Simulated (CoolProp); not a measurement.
Vapour-liquid equilibrium of acetone (1) + dimethyl carbonate (2) at 1.51 MPa; x and y are mole fractions of (1).

The numbers come from the multi-fluid Helmholtz-energy mixture model, Lemmon 2006 and Zhou 2011; pair parameters Bell 2016 in CoolProp.

**Question.** Give the bubble temperature and the first vapour's composition at x = 0.15, 0.35, 0.85. Is there an azeotrope?

**Answer.** x = 0.15: 471.4 K, y = 0.235; x = 0.35: 462.1 K, y = 0.478; x = 0.85: 443.0 K, y = 0.906. No azeotrope shows between x = 0.05 and 0.95.

The pair parameters rest on a limited set of measurements; away from them the model extrapolates.
